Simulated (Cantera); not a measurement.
Mixture: H2 : O2 : N2 = 1 : 1.16 : 3.49 (molar parts), equivalence ratio 0.43, at 1.00 atm, adiabatic and at constant volume. Ignition delay is the time to a rise of 400 K.

Computed with Cantera and the H2/O2 subset of GRI-Mech 3.0, which has no nitrogen chemistry. Where the delays flatten at high temperature, the 400 K rule measures the pace of heat release, not the induction time.

Problem. What does this change do: pressure from 1.00 atm to 4.93 atm?

Solution. 
```csv
quantity,before,after
delay at 1275 K,29.9 µs,7.21 µs
delay at 1350 K,23.1 µs,4.70 µs
delay at 1425 K,19.1 µs,3.41 µs
delay at 1500 K,16.8 µs,2.65 µs
delay at 1575 K,15.6 µs,2.17 µs
delay at 1650 K,15.2 µs,1.85 µs
```
The hydrogen kinetics of GRI-Mech 3.0 are dated; newer H2 mechanisms differ, most at raised pressure.

Problem. What does this change do: H2 1 to 1.3 parts?

Solution. 
| quantity | before | after |
|---|---|---|
| delay at 1275 K | 29.9 µs | 28.1 µs |
| delay at 1350 K | 23.1 µs | 21.3 µs |
| delay at 1425 K | 19.1 µs | 17.2 µs |
| delay at 1500 K | 16.8 µs | 14.8 µs |
| delay at 1575 K | 15.6 µs | 13.3 µs |
| delay at 1650 K | 15.2 µs | 12.6 µs |
